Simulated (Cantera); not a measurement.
**Adiabatic ignition**

An adiabatic, constant-pressure homogeneous reactor starts with CH₄ : O₂ : N₂ : CO₂ = 1 : 3.33 : 12.5 : 0.63 (molar parts), at 1298 K and 1.01 bar.

Computed with Cantera and GRI-Mech 3.0 (53 species, 325 reactions).

```json
[
 {"t (s)": "5.00e-6", "T (K)": "1298", "x CH₄": "0.0573", "x O₂": "0.191", "x CO₂": "0.0361", "x HO₂": "1.40e-8", "x CO": "1.18e-12", "x C₂H₂": "<1e-12"},
 {"t (s)": "1.23e-5", "T (K)": "1298", "x CH₄": "0.0573", "x O₂": "0.191", "x CO₂": "0.0361", "x HO₂": "3.43e-8", "x CO": "3.47e-12", "x C₂H₂": "<1e-12"},
 {"t (s)": "3.03e-5", "T (K)": "1298", "x CH₄": "0.0573", "x O₂": "0.191", "x CO₂": "0.0361", "x HO₂": "8.37e-8", "x CO": "1.08e-11", "x C₂H₂": "<1e-12"},
 {"t (s)": "7.45e-5", "T (K)": "1298", "x CH₄": "0.0573", "x O₂": "0.191", "x CO₂": "0.0361", "x HO₂": "2.01e-7", "x CO": "4.84e-11", "x C₂H₂": "<1e-12"},
 {"t (s)": "0.000183", "T (K)": "1298", "x CH₄": "0.0573", "x O₂": "0.191", "x CO₂": "0.0361", "x HO₂": "4.66e-7", "x CO": "4.24e-10", "x C₂H₂": "<1e-12"},
 {"t (s)": "0.000451", "T (K)": "1298", "x CH₄": "0.0573", "x O₂": "0.191", "x CO₂": "0.0361", "x HO₂": "9.66e-7", "x CO": "7.31e-9", "x C₂H₂": "<1e-12"},
 {"t (s)": "0.00111", "T (K)": "1298", "x CH₄": "0.0572", "x O₂": "0.191", "x CO₂": "0.0361", "x HO₂": "1.36e-6", "x CO": "2.45e-7", "x C₂H₂": "4.77e-12"},
 {"t (s)": "0.00273", "T (K)": "1299", "x CH₄": "0.0571", "x O₂": "0.191", "x CO₂": "0.0361", "x HO₂": "2.46e-6", "x CO": "8.94e-6", "x C₂H₂": "6.13e-10"},
 {"t (s)": "0.00671", "T (K)": "1306", "x CH₄": "0.0556", "x O₂": "0.190", "x CO₂": "0.0361", "x HO₂": "1.10e-5", "x CO": "0.000264", "x C₂H₂": "5.67e-8"},
 {"t (s)": "0.0165", "T (K)": "2364", "x CH₄": "<1e-12", "x O₂": "0.0756", "x CO₂": "0.0873", "x HO₂": "4.78e-6", "x CO": "0.00545", "x C₂H₂": "<1e-12"},
 {"t (s)": "0.0406", "T (K)": "2359", "x CH₄": "<1e-12", "x O₂": "0.0740", "x CO₂": "0.0874", "x HO₂": "4.63e-6", "x CO": "0.00535", "x C₂H₂": "<1e-12"},
 {"t (s)": "0.100", "T (K)": "2353", "x CH₄": "<1e-12", "x O₂": "0.0721", "x CO₂": "0.0876", "x HO₂": "4.47e-6", "x CO": "0.00523", "x C₂H₂": "<1e-12"}
]
```
x: mole fraction; the columns are a selection and need not sum to one.

The time of steepest temperature rise comes out as 9.74 ms. The temperature at 0.100 s comes out as 2353 K, the equilibrium temperature is 2351 K and the x(CH₄) at 0.100 s comes out as <1e-12 (gas-phase equilibrium <1e-12). The x(O₂) at 0.100 s is 0.0721 (gas-phase equilibrium 0.0715) and the x(CO₂) at 0.100 s is 0.0876 (gas-phase equilibrium 0.0876).
